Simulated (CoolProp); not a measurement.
Vapour pressure (MPa) of R115: the reference equation beside estimates from Tc = 80.0 °C, pc = 3.129 MPa, ω = 0.248.

The numbers come from the reference Helmholtz-energy equation of state, Lemmon 2016 in CoolProp.

| T (°C) | reference | Lee-Kesler | van der Waals | Redlich-Kwong | Peng-Robinson |
|---|---|---|---|---|---|
| -26.05 | 0.1761 | 0.1761 | 0.6263 | 0.2730 | 0.1754 |
| -16.25 | 0.2549 | 0.2557 | 0.7616 | 0.3759 | 0.2538 |
| -6.45 | 0.3579 | 0.3599 | 0.9145 | 0.5038 | 0.3566 |
| 3.25 | 0.4878 | 0.4912 | 1.084 | 0.6579 | 0.4869 |
| 13.05 | 0.6519 | 0.6567 | 1.274 | 0.8440 | 0.6521 |
| 22.85 | 0.8537 | 0.8601 | 1.484 | 1.063 | 0.8563 |
| 32.65 | 1.098 | 1.106 | 1.714 | 1.319 | 1.105 |
| 42.35 | 1.389 | 1.398 | 1.963 | 1.609 | 1.400 |
| 52.15 | 1.737 | 1.749 | 2.235 | 1.942 | 1.755 |
| 61.95 | 2.149 | 2.163 | 2.530 | 2.319 | 2.173 |
| 71.75 | 2.638 | 2.653 | 2.846 | 2.740 | 2.661 |

Absolute difference from the reference over all 11 rows, mean and median: Lee-Kesler 0.6 and 0.7 %, van der Waals 95.7 and 73.8 %, Redlich-Kwong 26.5 and 24.5 %, Peng-Robinson 0.6 and 0.4 %.
